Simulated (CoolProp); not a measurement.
Saturated liquid density (kg/m³) of R245ca: the reference equation beside estimates from Tc = 174.4 °C, pc = 3.941 MPa, ω = 0.355. Rackett uses Z = 0.29056 − 0.08775 ω.

Computed with CoolProp (reference Helmholtz-energy equation of state, Zhou 2016).

| T (°C) | reference | Rackett | Redlich-Kwong | Soave-Redlich-Kwong | Peng-Robinson |
|---|---|---|---|---|---|
| 30.15 | 1374 | 1452 | 1202 | 1268 | 1434 |
| 43.85 | 1339 | 1413 | 1164 | 1233 | 1396 |
| 57.45 | 1302 | 1372 | 1124 | 1194 | 1353 |
| 71.15 | 1263 | 1329 | 1081 | 1152 | 1307 |
| 84.75 | 1222 | 1283 | 1034 | 1106 | 1255 |
| 98.45 | 1177 | 1233 | 983.5 | 1054 | 1196 |
| 112.15 | 1127 | 1179 | 927.6 | 995.2 | 1129 |
| 125.75 | 1072 | 1119 | 865.7 | 928.7 | 1053 |
| 139.45 | 1006 | 1049 | 794.2 | 850.0 | 961.6 |
| 153.05 | 922.2 | 963.4 | 708.7 | 753.7 | 848.4 |

Absolute difference from the reference over all 10 rows, mean and median: Rackett 4.9 and 4.9 %, Redlich-Kwong 16.7 and 15.9 %, Soave-Redlich-Kwong 11.1 and 10.0 %, Peng-Robinson 3.5 and 3.7 %.
